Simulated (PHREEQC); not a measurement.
A solution holds 10 mmol/kgw Cu(BF4)2 and 11 mmol/kgw HNO3, at 25 °C. Closed to the air; pH follows from the charge balance.

Equilibrium calculation in PHREEQC: ion-association model, phreeqc.dat.

```
quantity            before     after
----------------  --------  --------
pH                    2.06      2.08
BF4- (mol/kgw)      0.0173    0.0168
HF (mol/kgw)       0.00675   0.00856
H3BO3 (mol/kgw)    0.00154   0.00195
BF3OH- (mol/kgw)  0.000935  0.000964
```

Task: What was changed between the two runs?
A. HNO3 left out
B. Cu(BF4)2 from 0.01 to 0.015 mol/kgw
C. temperature from 25 to 40 °C

Result: C, temperature from 25 to 40 °C

No solid was allowed to form. Away from 25 °C the constants follow the database's enthalpies or fits; those with neither stay at their 25 °C values. Real BF4- forms and hydrolyses slowly; the run takes it at equilibrium.
